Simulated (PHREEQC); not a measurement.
Solution (20 °C): 35 mmol/kgw NaHCO3, 1.4 mmol/kgw Na2SO4 and 4 mmol/kgw KCl. Closed to the air; pH follows from the charge balance.

All values are PHREEQC results (Pitzer model, pitzer.dat), not measurements.

Each row changes one thing in this solution. Precipitation was switched off in this run.

```tsv
case	pH	ionic strength (mol/kgw)	CO2 (mol/kgw)	CO3-2 (mol/kgw)	HSO4- (mol/kgw)	SI of Mirabilite (Na2SO4:10H2O)
as made	8.19	0.0437	0.000483	0.000481	3.70e-10	-4.76
temperature from 20 to 15 °C	8.23	0.0437	0.000476	0.000475	2.91e-10	-4.51
diluted 2-fold with water	8.24	0.0218	0.000221	0.000219	2.01e-10	-5.51
Na2SO4 from 0.0014 to 0.00126 mol/kgw	8.19	0.0433	0.000483	0.000481	3.33e-10	-4.81
Na2SO4 from 0.0014 to 0.007 mol/kgw	8.17	0.0605	0.000488	0.000487	1.81e-9	-3.91
KCl from 0.004 to 0.002 mol/kgw	8.19	0.0417	0.000484	0.000483	3.71e-10	-4.75
KCl from 0.004 to 0.02 mol/kgw	8.17	0.0597	0.000476	0.000475	3.60e-10	-4.82
NaHCO3 from 0.035 to 0.0175 mol/kgw	8.23	0.0259	0.000222	0.000220	3.98e-10	-5.18
```

Species that the database lacks are ignored.
